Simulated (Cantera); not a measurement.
A closed system holds: 1 mol FeCl3, 0.82 mol H2O, 24 mol N2, 2.5 mol O2, at 0.390 Pa.

These are equilibrium values from Cantera (NASA tables, ideal gas, pure condensed phases), not measurements of a reactor. Candidate condensed phases: Fe, FeCl2, FeCl3, FeO, Fe(OH)2, Fe(OH)3, Fe2O3, Fe3O4, H2O, NH4Cl; 37 gas species. The tables' stoichiometric FeO is somewhat more stable than real wüstite, so its field is too wide. FeO: taken at fixed stoichiometry. Kinetics and transport are ignored.

Question: Which condensed phases are stable at each of these points (T (K)): 1675, 1725, 1775, 1825, 1875, 1925, 1975, 2025, 2075, 2125?

Answer: 
| T (K) | condensed phases | Fe condensed (%) |
|---|---|---|
| 1675 | FeO(l) | 2.7 |
| 1725 | gas only | 0.0 |
| 1775 | gas only | 0.0 |
| 1825 | gas only | 0.0 |
| 1875 | gas only | 0.0 |
| 1925 | gas only | 0.0 |
| 1975 | gas only | 0.0 |
| 2025 | gas only | 0.0 |
| 2075 | gas only | 0.0 |
| 2125 | gas only | 0.0 |

At 1675 K the condensed part is FeO(l). From 1725 K to 2125 K nothing is condensed.
